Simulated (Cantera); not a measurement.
## Silicon nitride deposition: Si2Cl6 + NH3

Feed: 1 mol Si2Cl6, 45 mol NH3, equilibrated at 578 Torr.

Equilibrium computed with Cantera from the NASA thermochemical tables; the gas is ideal and each condensed phase is pure. Candidate condensed phases: NH4Cl, Si, Si3N4; 28 gas species. The feed counts by its element totals alone. The tables' values for SiCl3, SiCl are old estimates; treat these amounts as uncertain. Gases not in the tables: Si2H6 and higher silanes. Rates play no part.

```
T (°C)   x H2   x N2   x HCl   x SiCl2     x NH3  n Si3N4(s)
------  -----  -----  ------  --------  --------  ----------
452     0.703  0.231  0.0650    <1e-12   0.00149       0.663
602     0.703  0.231  0.0653  2.18e-11  0.000325       0.665
752     0.704  0.231  0.0654   4.58e-9  0.000108       0.666
902     0.704  0.231  0.0654   2.41e-7   4.70e-5       0.666
1052    0.704  0.231  0.0654   5.09e-6   2.46e-5       0.666
1202    0.704  0.231  0.0652   5.65e-5   1.46e-5       0.664
1352    0.704  0.231  0.0645  0.000388   9.56e-6       0.653
1502    0.704  0.232  0.0616   0.00176   6.74e-6       0.610
1652    0.706  0.234  0.0543   0.00522   5.05e-6       0.501
```
x: gas mole fraction; n: condensed amount in mol.

From 452 °C to 1652 °C the condensed part is Si3N4(s). The main Si-bearing gas is SiCl4 at 452 °C and SiCl2 at 1652 °C.
